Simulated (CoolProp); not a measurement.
Computed with CoolProp (reference Helmholtz-energy equation of state, Gao 2020).

### Question
Give the vapour pressure (bar), liquid density (kg/m³), liquid cp (kJ/(kg K)), liquid viscosity (µPa s) of saturated ammonia at 53.45 °C.

### Answer
| T (°C) | p (bar) | liquid density (kg/m³) | liquid cp (kJ/(kg K)) | liquid viscosity (µPa s) |
|---|---|---|---|---|
| 53.45 | 22.2 | 557 | 5.12 | 101 |

Viscosity comes from a separate model (Fenghour 1995).
